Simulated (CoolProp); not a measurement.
Computed with CoolProp (reference Helmholtz-energy equation of state, Gao 2020).

### Question
Give the vapour pressure (MPa), liquid density (kg/m³), vapour Z of saturated ammonia at 261.2, 366.9 K.

### Answer
```
T (K)  p (MPa)  liquid density (kg/m³)  vapour Z
-----  -------  ----------------------  --------
261.2    0.268                     655     0.949
366.9     5.52                     474     0.645
```
